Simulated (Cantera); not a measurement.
# FeS + SO2 + O2 (roasting and sulfation)

Charge: 1 mol FeS, 2.9 mol SO2, 0.095 mol O2, at 13.3 mbar.

Cantera equilibrium calculation (NASA polynomials, part measured and part estimated; ideal gas, pure solids and liquids). Candidate condensed phases: Fe, FeO, FeS, FeSO4, FeS2, Fe2O3, Fe2(SO4)3, Fe3O4, S; 12 gas species. The tables' stoichiometric FeO is somewhat more stable than real wüstite, so its field is too wide. FeO: taken at fixed stoichiometry. The numbers say what is thermodynamically allowed, not how fast it happens.

From 1450 K to 1600 K the condensed part is FeO(s). From 1650 K to 1850 K the condensed part is FeO(l). The main Fe-bearing gas is Fe throughout.

| T (K) | x SO2 | x S2 | x SO | x S2O | x S | x Fe | x FeO | n FeO(s) | n FeO(l) |
|---|---|---|---|---|---|---|---|---|---|
| 1450 | 0.771 | 0.213 | 0.0108 | 0.00473 | 8.93e-5 | 1.29e-7 | 4.75e-9 | 1.00 | 0 |
| 1500 | 0.768 | 0.212 | 0.0150 | 0.00465 | 0.000162 | 4.96e-7 | 1.88e-8 | 1.000 | 0 |
| 1550 | 0.765 | 0.210 | 0.0205 | 0.00456 | 0.000283 | 1.74e-6 | 6.77e-8 | 1.000 | 0 |
| 1600 | 0.760 | 0.208 | 0.0273 | 0.00447 | 0.000477 | 5.64e-6 | 2.25e-7 | 1.000 | 0 |
| 1650 | 0.754 | 0.205 | 0.0358 | 0.00437 | 0.000778 | 1.69e-5 | 6.91e-7 | 0 | 1.000 |
| 1700 | 0.747 | 0.202 | 0.0460 | 0.00426 | 0.00123 | 4.52e-5 | 1.89e-6 | 0 | 1.000 |
| 1750 | 0.738 | 0.198 | 0.0581 | 0.00413 | 0.00189 | 0.000114 | 4.84e-6 | 0 | 1.000 |
| 1800 | 0.728 | 0.193 | 0.0722 | 0.00400 | 0.00283 | 0.000272 | 1.18e-5 | 0 | 0.999 |
| 1850 | 0.716 | 0.187 | 0.0884 | 0.00384 | 0.00412 | 0.000617 | 2.71e-5 | 0 | 0.998 |
x: gas mole fraction; n: condensed amount in mol.
